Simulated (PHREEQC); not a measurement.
Model water analysis in mmol/kgw, 25 °C, pH 3.94, pe 11.7: Na 16.9; K 0.673; Ca 6.67; Mg 0.411; Cl 6.51; S(6) 12.5; P 0.05; Zn 0.0103; Ni 0.0551.

Valence states are taken as typed.

The numbers come from PHREEQC with the ion-association model, wateq4f.dat.

```csv
quantity,before,after
ionic strength (mol/kgw),0.0414,0.114
SO4-2 (mol/kgw),0.00974,0.0262
Ca+2 (mol/kgw),0.00455,0.0119
CaSO4 (mol/kgw),0.00212,0.00812
NaSO4- (mol/kgw),0.000390,0.00226
SI of Gypsum (CaSO4:2H2O),-0.39,+0.20
SI of Epsomite (MgSO4:7H2O),-4.06,-3.48
```

Question: Which change was made?
A. Zn from 0.0103 to 0.00515 mmol/kgw
B. Ca from 6.67 to 3.33 mmol/kgw
C. all concentrations times 3 at the same typed pH

Answer: C, all concentrations times 3 at the same typed pH

This is a speciation only: nothing precipitates in the calculation. Some of these states are supersaturated (in Gypsum, for instance). H3PO4, which wateq4f.dat lacks, is added to it with the constant of phreeqc.dat. The database has no phosphate complexes of Zn, Ni.
